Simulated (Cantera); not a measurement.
Charge: 1 mol Ca(OH)2, 0.51 mol H2O, at 1.00 bar.

Equilibrium computed with Cantera from the NASA thermochemical tables; the gas is ideal and each condensed phase is pure. Candidate condensed phases: Ca, CaO, Ca(OH)2, H2O; 14 gas species. Rates play no part.

log p: log10 of the partial pressure in bar; n: condensed amount in mol.

| T (K) | log p H2O | log p H2 | log p O2 | log p OH | log p H | log p Ca(OH)2 | n CaO(s) |
|---|---|---|---|---|---|---|---|
| 975 | 0.00 | -6.82 | [?] | -8.27 | <-12 | -11.22 | 1.00 |
| 1125 | 0.00 | -5.64 | [?] | -6.82 | -10.17 | -9.33 | 1.00 |
| 1275 | 0.00 | -4.73 | [?] | -5.70 | -8.50 | -7.88 | 1.00 |
| 1425 | 0.00 | -4.01 | [?] | -4.82 | -7.17 | -6.75 | 1.00 |
| 1575 | 0.00 | -3.42 | [?] | -4.11 | -6.09 | -5.83 | 1.000 |
| 1725 | 0.00 | -2.94 | [?] | -3.52 | -5.20 | -5.07 | 1.000 |
| 1875 | 0.00 | -2.53 | [?] | -3.03 | -4.45 | -4.45 | 1.000 |
| 2025 | -0.01 | -2.18 | [?] | -2.61 | -3.81 | -3.91 | 1.000 |

**Question.** Some entries are withheld; supply them.

**Answer.** 
- 975, log p O2: -7.13
- 1125, log p O2: -5.96
- 1275, log p O2: -5.06
- 1425, log p O2: -4.34
- 1575, log p O2: -3.77
- 1725, log p O2: -3.30
- 1875, log p O2: -2.90
- 2025, log p O2: -2.57
